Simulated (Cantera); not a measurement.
An isothermal, constant-pressure homogeneous reactor starts with N2O : H2 : N2 = 1 : 0.023 : 0.81 (molar parts), at 1450 K and 0.207 atm.

Model: GRI-Mech 3.0 (53 species, 325 reactions), integrated in Cantera. GRI-Mech 3.0 was tuned for natural gas; its chemistry of N2O as a main component is partial and can be far from experiment. The temperature is held fixed by assumption; the heat of reaction is taken as removed at once.

One state of this run: x N2O = 0.00349; x H2 = 1.62e-7; x N2 = 0.740; x H2O2 = 9.18e-10; x NO2 = 0.000145; x O = 6.71e-6. x: mole fraction; the columns are a selection and need not sum to one.

**Question.** Which value of t (s) does it belong to?
(A) 0.000134
(B) 0.181
(C) 0.403
(D) 0.898

**Answer.** D, 0.898
